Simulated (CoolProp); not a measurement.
Vapour pressure (MPa) of decamethylcyclopentasiloxane (D5): the reference equation beside estimates from Tc = 345.1 °C, pc = 1.078 MPa, ω = 0.631. Clausius-Clapeyron is anchored at 122.95 °C with a constant enthalpy of vaporisation of 51.77 kJ/mol.

Values from CoolProp's reference Helmholtz-energy equation of state, Thol 2019.

```tsv
T (°C)	reference	Clausius-Clapeyron	Redlich-Kwong	Soave-Redlich-Kwong
103.85	(withheld)	0.003075	0.02608	0.003200
122.95	0.006820	0.006820	(withheld)	0.007053
142.05	0.01401	0.01406	0.06570	(withheld)
161.15	0.02641	0.02718	(withheld)	0.02643
180.25	0.04636	0.04973	0.1378	0.04610
199.45	0.07679	0.08688	0.1899	0.07625
218.55	0.1206	0.1449	0.2540	(withheld)
237.65	(withheld)	(withheld)	(withheld)	0.1811
```

Task: Fill in the missing entries.

Result: 
- 103.85, reference: 0.002995
- 122.95, Redlich-Kwong: 0.04253
- 142.05, Soave-Redlich-Kwong: 0.01419
- 161.15, Redlich-Kwong: 0.09700
- 218.55, Soave-Redlich-Kwong: 0.1199
- 237.65, reference: 0.1814
- 237.65, Clausius-Clapeyron: 0.2327
- 237.65, Redlich-Kwong: 0.3317

Absolute difference from the reference over all 8 rows, mean and median: Clausius-Clapeyron 9.3 and 5.1 %, Redlich-Kwong 308.6 and 232.3 %, Soave-Redlich-Kwong 1.7 and 0.6 %.
